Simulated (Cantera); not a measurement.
An isothermal, constant-pressure homogeneous reactor starts with H2 : O2 = 1.9 : 1 (molar parts), equivalence ratio 0.95, at 1400 K and 0.0267 bar.

Cantera simulation using the H2/O2 subset of GRI-Mech 3.0, which has no nitrogen chemistry; the numbers are that mechanism's predictions, not measurements. Radical loss at walls, strong at low pressure, is not modelled. The temperature is held fixed by assumption; the heat of reaction is taken as removed at once.

Predict: x(H2) at 3.00 s; x(O2) at 3.00 s; x(OH) at 3.00 s; x(H) at 3.00 s; x(HO2) at 3.00 s.


```json
{
  "x(H2) at 3.00 s": "3.09e-5 (gas-phase equilibrium 1.70e-5)",
  "x(O2) at 3.00 s": "0.0256 (gas-phase equilibrium 0.0256)",
  "x(OH) at 3.00 s": "0.000190 (gas-phase equilibrium 0.000141)",
  "x(H) at 3.00 s": "3.02e-7 (gas-phase equilibrium 1.24e-7)",
  "x(HO2) at 3.00 s": "2.86e-8 (gas-phase equilibrium 2.35e-8)"
}
```
